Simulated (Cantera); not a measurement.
Feed: 1 mol CuO, 3.7 mol CH4, 13 mol H2, held at 2375 K and 100 Pa.

Method: chemical equilibrium by Gibbs-energy minimisation in Cantera with the NASA 1993 tables (ideal gas, pure condensed phases). Candidate condensed phases: C, C6H6, C7H8, C8H18, Cu, CuO, Cu(OH)2, Cu2O, H2O; 113 gas species. Equilibrium is a limit: real reactors are often held back by kinetics, nucleation or transport.

Base state: H2 0.582, H 0.340, CO 0.0370, Cu 0.0370, C2H2 (acetylene) 0.00361, C2H 0.000115, C3 6.39e-5, C 2.72e-5 (mole fractions); condensed: C(graphite).

Problem. What changes in the equilibrium state with this change: temperature from 2375 K to 1823.15 K?

Solution. 
```csv
species,before,after
H2,0.582,0.898
CO,0.0370,0.0444
Cu,0.0370,0.0443
H,0.340,0.0130
C3,6.39e-5,<1e-9
C,2.72e-5,<1e-9
C2H,0.000115,2.66e-8
C2H2 (acetylene),0.00361,0.000190
"C(graphite), mol",2.49,2.69
```
